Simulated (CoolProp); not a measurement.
Properties of nitrogen at several states (Tc = 126.2 K, pc = 3.396 MPa, ω = 0.037).

Model: reference Helmholtz-energy equation of state, Span 2000, in CoolProp.

```csv
T (K),p (MPa),phase,Z,speed of sound (m/s),expansivity (1/kK),viscosity (µPa s),Prandtl number
339.5,4.31,supercritical,1.006,?,3.129,20.2,?
425,0.275,gas,1.001,420.3,2.357,23.2,0.707
393.6,0.0204,gas,1.000,404.1,2.541,21.9,0.708
346.7,0.396,gas,1.000,?,2.902,20.0,0.713
```

Task: Fill in the missing entries.

Result: 
- 339.5, speed of sound (m/s): 385.5
- 339.5, Prandtl number: 0.728
- 346.7, speed of sound (m/s): 380.2

Viscosity comes from a separate model (Lemmon 2004). Thermal conductivity comes from a separate model (Lemmon 2004).
